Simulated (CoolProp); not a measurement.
A simple Rankine cycle with R152A: condensing at 309.15 K, boiler at 2.98 MPa, turbine inlet 499 K, turbine efficiency 0.75, pump efficiency 0.6, no recuperator. Each further row changes one setting.

Computed with CoolProp (reference Helmholtz-energy equation of state, Outcalt 1996). It is a modified Benedict-Webb-Rubin equation, recast in Helmholtz form.

| case | thermal efficiency (%) | net work (kJ/kg) | heat in (kJ/kg) | turbine exit temperature (K) | volume ratio over the turbine |
|---|---|---|---|---|---|
| as stated | 9.8 | 49.1 | 500 | 449.6 | 3.50 |
| condensing temperature 301.15 K | 11.2 | 57.7 | 515 | 442.0 | 4.34 |
| boiler pressure 2.09 MPa | 7.4 | 37.7 | 510 | 464.2 | 2.47 |
| turbine efficiency 0.65 | 8.4 | 42.0 | 500 | 454.6 | 3.54 |
